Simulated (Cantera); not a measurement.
Feed: 1 mol SiH₂Cl₂, 1.7 mol NH₃, equilibrated at 1350 K and 0.0100 bar.

Cantera equilibrium calculation (NASA polynomials, part measured and part estimated; ideal gas, pure solids and liquids). Candidate condensed phases: NH₄Cl, Si, Si₃N₄; 28 gas species. The tables' values for SiCl₃ are old estimates; treat these amounts as uncertain. Kinetics and transport are ignored.

Base state: H₂ 0.570, HCl 0.349, N₂ 0.0555, SiCl₂ 0.0130, SiCl₄ 0.00740, SiCl₃ 0.00439, SiHCl₃ 0.000693, H 1.80e-5 (mole fractions); condensed: Si₃N₄(s).

### Question
What changes in the equilibrium state with this change: temperature from 1350 K to 1698 K?

### Answer
```csv
species,before,after
H₂,0.570,0.593
N₂,0.0555,0.150
HCl,0.349,0.138
SiCl₂,0.0130,0.115
Si,<1e-9,6.57e-5
SiCl,6.02e-8,0.000193
SiCl₄,0.00740,4.81e-5
H,1.80e-5,0.00111
"Si₃N₄(s), mol",0.293,0.0224
"Si(l), mol",0,0.306
```
Mutual solubility and eutectic melting of coexisting phases are not modelled. The tables' values for SiCl₃, SiCl are old estimates; treat these amounts as uncertain.
